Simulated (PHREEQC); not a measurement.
PHREEQC input (Pitzer model, pitzer.dat):

```
SOLUTION 1
  temp 15
  units mol/kgw
  pH 7 charge
  Cl 0.64
  K 0.51
  Na 0.13
END
USE solution 1
INCREMENTAL_REACTIONS false
REACTION 1
  H2O -1
  0 9.886 18.011 24.689 30.178 34.689 38.397 41.444
  43.949 46.007 47.699 49.089 50.232 51.172 51.944 52.578
  53.1 53.528 53.88 54.17 54.408 54.603 54.764 54.896
  55.005 55.094 55.168 55.228 moles
EQUILIBRIUM_PHASES 1
  Halite 0 0
  Sylvite 0 0
SELECTED_OUTPUT 1
  -reset false
  -pH true
  -pe true
  -ionic_strength true
  -water true
  -activities H2O
  -totals Cl K Na
  -molalities H+ Na+ K+ Cl- OH-
  -equilibrium_phases Halite Sylvite
PRINT
  -reset false
END
```

Selected output (columns that matter, 24 of 28 rows; water left (kg) added in front):

```
water left (kg)	pH	mu	Cl	K	Na	m_H+	m_Na+	m_K+	m_Cl-	m_OH-	la_H2O	Halite	Sylvite
1	7.1391	0.64	0.64	0.51	0.13	9.0406e-08	0.13	0.51	0.64	9.0406e-08	-0.0090061	0	0
0.821894	7.1324	0.77869	0.77869	0.62052	0.15817	8.9613e-08	0.15817	0.62052	0.77869	8.9613e-08	-0.010949	0	0
0.675514	7.1243	0.94743	0.94743	0.75498	0.19245	8.8286e-08	0.19245	0.75498	0.94743	8.8286e-08	-0.013324	0	0
0.456313	7.1029	1.4025	1.4025	1.1177	0.28489	8.3646e-08	0.28489	1.1177	1.4025	8.3646e-08	-0.01982	0	0
0.375043	7.089	1.7065	1.7065	1.3598	0.34663	8.0142e-08	0.34663	1.3598	1.7065	8.0142e-08	-0.024246	0	0
0.30824	7.0726	2.0763	2.0763	1.6546	0.42175	7.5744e-08	0.42175	1.6546	2.0763	7.5744e-08	-0.029748	0	0
0.253345	7.0533	2.5262	2.5262	2.0131	0.51313	7.0412e-08	0.51313	2.0131	2.5262	7.0412e-08	-0.036628	0	0
0.208215	7.0307	3.0737	3.0737	2.4494	0.62436	6.4163e-08	0.62436	2.4494	3.0737	6.4163e-08	-0.045308	0	0
0.171138	7.0046	3.7397	3.7397	2.9801	0.75962	5.71e-08	0.75962	2.9801	3.7397	5.71e-08	-0.056354	0	0
0.115613	6.9553	4.8025	4.8025	3.6781	1.1244	4.7231e-08	1.1244	3.6781	4.8025	4.7231e-08	-0.075492	0	0.084769
0.0950203	6.9352	4.9084	4.9084	3.5402	1.3681	4.633e-08	1.3681	3.5402	4.9084	4.633e-08	-0.077969	0	0.17361
0.0780852	6.9105	5.0409	5.0409	3.376	1.6648	4.5198e-08	1.6648	3.376	5.0409	4.5198e-08	-0.081151	0	0.24638
0.0641769	6.8803	5.2076	5.2076	3.1819	2.0257	4.3776e-08	2.0257	3.1819	5.2076	4.3776e-08	-0.085279	0	0.3058
0.0527548	6.8432	5.4185	5.4185	2.9542	2.4642	4.1987e-08	2.4642	2.9542	5.4185	4.1987e-08	-0.090698	0	0.35415
0.0433504	6.7975	5.6883	5.6883	2.6895	2.9988	3.9729e-08	2.9988	2.6895	5.6883	3.9729e-08	-0.097934	0	0.39341
0.0292979	6.6716	6.4863	6.4863	2.0491	4.4372	3.3399e-08	4.4372	2.0491	6.4863	3.3399e-08	-0.12124	0	0.44997
0.0240733	6.5995	6.9779	6.9779	1.7388	5.2391	2.9831e-08	5.2391	1.7388	6.9779	2.9831e-08	-0.13697	0.0038774	0.46814
0.0197855	6.5995	6.9779	6.9779	1.7388	5.2391	2.9831e-08	5.2391	1.7388	6.9779	2.9831e-08	-0.13697	0.026342	0.4756
0.0162724	6.5995	6.9779	6.9779	1.7388	5.2391	2.9831e-08	5.2391	1.7388	6.9779	2.9831e-08	-0.13697	0.044747	0.48171
0.0133718	6.5995	6.9779	6.9779	1.7388	5.2391	2.9831e-08	5.2391	1.7388	6.9779	2.9831e-08	-0.13697	0.059944	0.48675
0.0109937	6.5995	6.9779	6.9779	1.7388	5.2391	2.9831e-08	5.2391	1.7388	6.9779	2.9831e-08	-0.13697	0.072403	0.49088
0.0074265	6.5995	6.9779	6.9779	1.7388	5.2391	2.9831e-08	5.2391	1.7388	6.9779	2.9832e-08	-0.13697	0.091092	0.49709
0.00609331	6.5995	6.9779	6.9779	1.7388	5.2391	2.9831e-08	5.2391	1.7388	6.9779	2.9832e-08	-0.13697	0.098076	0.4994
0.00501235	6.5995	6.9779	6.9779	1.7388	5.2391	2.9831e-08	5.2391	1.7388	6.9779	2.9832e-08	-0.13697	0.10374	0.50128
```
